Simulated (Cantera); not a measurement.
Cantera run, input and output.

```python
import numpy as np
import cantera as ct

gas = ct.Solution("h2o2.yaml")
gas.TPX = 1100, 42000, {'H2': 1, 'O2': 0.263, 'N2': 2.32, 'H2O': 0.24}
reactor = ct.IdealGasReactor(gas, energy="on", clone=False)
net = ct.ReactorNet([reactor])
net.rtol, net.atol = 1e-08, 1e-16
show = ['H2', 'O2', 'H2O', 'OH', 'H', 'H2O2']
times = np.geomspace(9e-06, 1, 13)

steps = ct.SolutionArray(gas, extra=["t"])
rows = []
print(f"{'t/s':>10s}{'T/K':>9s}{'P/Pa':>11s}" + "".join(f"{s:>11s}" for s in show))
for t in times:
    while net.time < t:
        t_next = net.step()
        steps.append(gas.state, t=t_next)
    rows.append([np.interp(t, steps.t, y) for y in (steps.T, steps.P, *steps(*show).X.T)])
    print(f"{t:10.3e}{rows[-1][0]:9.1f}{rows[-1][1]:11.4g}" + "".join(f"{x:11.3e}" for x in rows[-1][2:]))
rate = np.gradient(steps.T, steps.t)
print("integrator steps:", len(steps.t))
if steps.T.max() > steps.T[0] + 200:
    print(f"time of steepest temperature rise: {steps.t[rate.argmax()]:.4e} s")
gas.TPX = 1100, 42000, {'H2': 1, 'O2': 0.263, 'N2': 2.32, 'H2O': 0.24}
gas.equilibrate("UV")
print(f"equilibrium (UV): T = {gas.T:.1f} K  " + "  ".join(f"{s} {gas[s].X[0]:.3e}" for s in show))
```

It prints:

```
       t/s      T/K       P/Pa         H2         O2        H2O         OH          H       H2O2
 9.000e-06   1100.0    4.2e+04  2.616e-01  6.879e-02  6.278e-02  1.634e-11  6.522e-10  7.179e-13
 2.370e-05   1100.0    4.2e+04  2.616e-01  6.879e-02  6.278e-02  6.759e-11  2.427e-09  5.313e-12
 6.240e-05   1100.0    4.2e+04  2.616e-01  6.879e-02  6.278e-02  5.527e-10  1.921e-08  4.948e-11
 1.643e-04   1100.0    4.2e+04  2.616e-01  6.879e-02  6.278e-02  5.313e-08  1.831e-06  3.001e-09
 4.327e-04   1717.8  6.357e+04  1.072e-01  2.277e-03  1.933e-01  6.057e-03  6.226e-02  3.590e-07
 1.139e-03   2198.8  7.882e+04  1.277e-01  1.417e-04  2.100e-01  2.904e-03  1.269e-02  2.157e-08
 3.000e-03   2272.3  8.105e+04  1.309e-01  2.244e-05  2.132e-01  1.253e-03  4.971e-03  4.951e-09
 7.900e-03   2284.6  8.142e+04  1.315e-01  1.212e-05  2.137e-01  9.362e-04  3.658e-03  2.881e-09
 2.080e-02   2284.9  8.143e+04  1.315e-01  1.188e-05  2.137e-01  9.274e-04  3.622e-03  2.830e-09
 5.477e-02   2284.9  8.143e+04  1.315e-01  1.188e-05  2.137e-01  9.274e-04  3.622e-03  2.830e-09
 1.442e-01   2284.9  8.143e+04  1.315e-01  1.188e-05  2.137e-01  9.274e-04  3.622e-03  2.830e-09
 3.798e-01   2284.9  8.143e+04  1.315e-01  1.188e-05  2.137e-01  9.274e-04  3.622e-03  2.830e-09
 1.000e+00   2284.9  8.143e+04  1.315e-01  1.188e-05  2.137e-01  9.274e-04  3.622e-03  2.830e-09
integrator steps: 1383
time of steepest temperature rise: 3.7809e-04 s
equilibrium (UV): T = 2284.9 K  H2 1.315e-01  O2 1.188e-05  H2O 2.137e-01  OH 9.274e-04  H 3.622e-03  H2O2 2.830e-09
```

Model: the H2/O2 subset of GRI-Mech 3.0, which has no nitrogen chemistry, integrated in Cantera.
